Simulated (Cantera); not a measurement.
A Cantera script and what it prints.

```python
import numpy as np
import cantera as ct

gas_names = """
    O2 S2 SO2
""".split()
cond_names = """
    CaO(s) CaO(L) S(cr1) S(cr2) S(L) CaS(s) Ca(a) Ca(b) Ca(L)
""".split()


def load(file, names, dense=False):
    # The tables refer to 1 bar. Condensed volumes are neglected.
    table = {s.name: s for s in ct.Species.list_from_file(file)}
    out = []
    for n in names:
        d = dict(table[n].input_data)
        d["thermo"] = dict(d["thermo"], **{"reference-pressure": 1e5})
        if dense:
            d["equation-of-state"] = {"model": "constant-volume", "density": "1e6 g/cm^3"}
        out.append(ct.Species.from_dict(d))
    return out


species = {s.name: s for s in load("nasa_gas.yaml", gas_names) + load("nasa_condensed.yaml", cond_names)}
# Each term lists the table entries of one substance; the one whose range holds T is used.
reactions = {
    '2 CaO + 2 S = O2(g) + 2 CaS':
        [(-2, ['CaO(s)', 'CaO(L)']), (-2, ['S(cr1)', 'S(cr2)', 'S(L)']), (1, ['O2']), (2, ['CaS(s)'])],
    'S2(g) + 4 CaO = 4 Ca + 2 SO2(g)':
        [(-1, ['S2']), (-4, ['CaO(s)', 'CaO(L)']), (4, ['Ca(a)', 'Ca(b)', 'Ca(L)']), (2, ['SO2'])],
}


def pick(names, T):
    return next(species[n] for n in names if species[n].thermo.min_temp <= T <= species[n].thermo.max_temp)


results = []
for label, terms in reactions.items():
    print(label)
    print("     T/K   dH/kJ  dS/(J/K)   dG/kJ   log10 K")
    for T in [300, 350, 425, 500, 575, 650, 725, 800]:
        used = [(nu, pick(names, T)) for nu, names in terms]
        dH = sum(nu * s.thermo.h(T) for nu, s in used) / 1e6
        dS = sum(nu * s.thermo.s(T) for nu, s in used) / 1e3
        dG = dH - T * dS / 1e3
        logK = -dG * 1e6 / (ct.gas_constant * T * np.log(10))
        results.append((label, T, dH, dS, dG, logK, [s.name for _, s in used]))
        print(f"{T:8g} {dH:8.1f} {dS:8.1f} {dG:8.1f} {logK:8.2f}")
```

It prints:

```
2 CaO + 2 S = O2(g) + 2 CaS
     T/K   dH/kJ  dS/(J/K)   dG/kJ   log10 K
     300    323.7    177.7    270.4   -47.08
     350    323.3    176.4    261.6   -39.04
     425    317.3    160.9    248.9   -30.59
     500    313.9    153.5    237.1   -24.77
     575    310.5    147.3    225.9   -20.52
     650    307.9    142.9    215.0   -17.28
     725    305.7    139.8    204.4   -14.73
     800    303.8    137.3    194.0   -12.67
S2(g) + 4 CaO = 4 Ca + 2 SO2(g)
     T/K   dH/kJ  dS/(J/K)   dG/kJ   log10 K
     300   1818.3    285.1   1732.7  -301.69
     350   1817.2    281.9   1718.5  -256.47
     425   1815.4    277.3   1697.6  -208.64
     500   1813.6    273.4   1676.9  -175.18
     575   1812.0    270.4   1656.5  -150.48
     650   1810.7    268.3   1636.3  -131.50
     725   1813.5    272.0   1616.2  -116.44
     800   1811.9    270.0   1595.9  -104.20
```

Cantera with NASA thermochemical tables; ideal gases at 1 bar, condensed phases pure. Condensed species are held in their standard states even where they would react or evaporate.
